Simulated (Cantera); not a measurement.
## Equilibrium for hydrogen reduction and annealing atmospheres: FeS + H2 + N2

A closed system holds: 1 mol FeS, 280 mol H2, 9 mol N2, equilibrated at 1900 K and 133 Pa.

These are equilibrium values from Cantera (NASA tables, ideal gas, pure condensed phases), not measurements of a reactor. Candidate condensed phases: Fe, FeS, FeS2, S; 16 gas species. Kinetics and transport are ignored.

```
Quantity                             Result
--------------------------------  ---------
x(H2)                                 0.942
x(N2)                                0.0306
x(H)                                 0.0211
x(Fe)                               0.00341
x(SH)                               0.00112
x(S)                               0.000894
x(H2S)                             0.000553
x(S2)                              0.000418
gas amount                        293.6 mol
log10 activity of Fe(l) (absent)      -1.39
log10 activity of S(l) (absent)       -4.65
```
